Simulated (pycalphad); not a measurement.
CALPHAD calculation (pycalphad, COST 507 light-alloy database (1999)), 1 atm. These are 1990s assessments: newer ones move some temperatures and phases. Diffusion is slow at the low end, where real alloys seldom reach equilibrium.

Molar enthalpy of B-1.58C (at.%) in equilibrium (SER reference):

| T (K) | H (kJ/mol) | phases |
|---|---|---|
| 3250 | 130.16 | LIQUID |
| 3100 | 125.46 | LIQUID |
| 2950 | 120.76 | LIQUID |
| 2800 | 116.06 | LIQUID |
| 2650 | 111.37 | LIQUID |
| 2550 | 108.23 | LIQUID |
| 2500 | 106.67 | LIQUID |
| 2350 | 50.35 | BETA_RHOMBO_B + B4C |
| 2300 | 48.81 | BETA_RHOMBO_B + B4C |
| 2200 | 45.76 | BETA_RHOMBO_B + B4C |
| 2050 | 41.23 | BETA_RHOMBO_B + B4C |
| 1900 | 36.76 | BETA_RHOMBO_B + B4C |
| 1750 | 32.38 | BETA_RHOMBO_B + B4C |
| 1600 | 28.07 | BETA_RHOMBO_B + B4C |
| 1450 | 23.85 | BETA_RHOMBO_B + B4C |
| 1300 | 19.72 | BETA_RHOMBO_B + B4C |
| 1150 | 15.69 | BETA_RHOMBO_B + B4C |
| 1000 | 11.80 | BETA_RHOMBO_B + B4C |
| 850 | 8.08 | BETA_RHOMBO_B + B4C |
| 700 | 4.60 | BETA_RHOMBO_B + B4C |
| 550 | 1.43 | BETA_RHOMBO_B + B4C |

Cooling from 2500 K to 2350 K, across the freezing range, releases 56.3 kJ/mol, or 5200 J/g. The slope is 31 J/(mol K) in the liquid and 31 J/(mol K) just below the solidus, where it includes any heat of precipitation. Liquidus 2465 K, solidus 2376 K. Changes were sought between steps of 50 K, so a narrower field can be missed.

Database names, with the compositions (at.%) that they take in these runs: B4C: B 89-93 C 7-11. BETA_RHOMBO_B is β-boron.
